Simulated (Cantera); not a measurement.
An isothermal, constant-pressure homogeneous reactor starts with CH₄ : N₂ : H₂O = 1 : 2.6 : 0.0082 (molar parts), at 1825 K and 0.0267 bar.

Cantera simulation using GRI-Mech 3.0 (53 species, 325 reactions); the numbers are that mechanism's predictions, not measurements. GRI-Mech 3.0 stops at C3 and has no aromatics, soot or wall deposition, so with more carbon than oxygen in the feed, carbon stays in small species such as C2H2 where larger ones or solid carbon would form. Radical loss at walls, strong at low pressure, is not modelled.

Task: Predict: x(CH₄) at 100 s; x(C₂H₂) at 100 s; x(C₂H₄) at 100 s; x(CH₂) at 100 s; x(HCN) at 100 s.

Result: 
- x(CH₄) at 100 s = 7.49e-5 (gas-phase equilibrium 5.60e-5)
- x(C₂H₂) at 100 s = 0.107 (gas-phase equilibrium 0.0550)
- x(C₂H₄) at 100 s = 1.83e-5 (gas-phase equilibrium 9.37e-6)
- x(CH₂) at 100 s = 3.91e-8 (gas-phase equilibrium 2.92e-8)
- x(HCN) at 100 s = 0.000167 (gas-phase equilibrium 0.105)
